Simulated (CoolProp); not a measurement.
Values from CoolProp's reference Helmholtz-energy equation of state, Lemmon 2006. It is a short technical equation, of lower accuracy than the large ones.

### Question
Give the vapour pressure (kPa), vapour density (kg/m³), liquid viscosity (µPa s) of saturated R141b at 366.7 K.

### Answer
| T (K) | p (kPa) | vapour density (kg/m³) | liquid viscosity (µPa s) |
|---|---|---|---|
| 366.7 | 585 | 25.7 | 202 |

Viscosity comes from a separate model (Huber 2003), an estimate that may be off by 10 % or more.
